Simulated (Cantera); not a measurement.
# Thermal oxidation and active oxidation of silicon: Si + O2 + H2 + CO2 + N2

Charge: 1 mol Si, 0.26 mol O2, 1.4 mol H2, 1.3 mol CO2, 0.0017 mol N2, at 0.133 bar.

Cantera equilibrium calculation (NASA polynomials, part measured and part estimated; ideal gas, pure solids and liquids). Candidate condensed phases: C, C6H6, C7H8, C8H18, H2O, Si, SiC, SiO2, Si2N2O, Si3N4; 151 gas species. Mutual solubility and eutectic melting of coexisting phases are not modelled. The tables hold silica as quartz up to 1696 K and as liquid above; real silica turns to tridymite and cristobalite and melts near 1996 K. Rates play no part.

From 1152 °C to 1277 °C the condensed part is C(graphite) + SiO2(β-quartz). From 1302 °C to 1377 °C the condensed part is SiC(s) + SiO2(β-quartz). The main Si-bearing gas is SiO throughout.

```csv
T (°C),log p H2,log p CO,log p SiO,log p N2,log p H,log p CH4,log p H2O,n C(graphite),n SiO2(β-quartz),n SiC(s)
1152,-1.13,-1.23,-6.01,-4.05,-5.73,-4.69,-4.88,0.180,1.000,0
1177,-1.13,-1.23,-5.59,-4.05,-5.59,-4.74,-4.96,0.180,1.000,0
1202,-1.13,-1.23,-5.17,-4.05,-5.45,-4.80,-5.04,0.180,1.000,0
1227,-1.13,-1.23,-4.77,-4.05,-5.32,-4.85,-5.12,0.180,1.000,0
1252,-1.13,-1.23,-4.39,-4.05,-5.19,-4.90,-5.20,0.179,0.999,0
1277,-1.13,-1.23,-4.01,-4.06,-5.07,-4.95,-5.28,0.178,0.998,0
1302,-1.15,-1.20,-3.71,-4.08,-4.96,-5.08,-5.31,0,0.937,0.0587
1327,-1.15,-1.20,-3.47,-4.08,-4.84,-5.23,-5.28,0,0.935,0.0577
1352,-1.15,-1.20,-3.23,-4.08,-4.73,-5.38,-5.25,0,0.932,0.0561
1377,-1.16,-1.21,-3.00,-4.08,-4.62,-5.52,-5.22,0,0.927,0.0533
```
log p: log10 of the partial pressure in bar; n: condensed amount in mol.
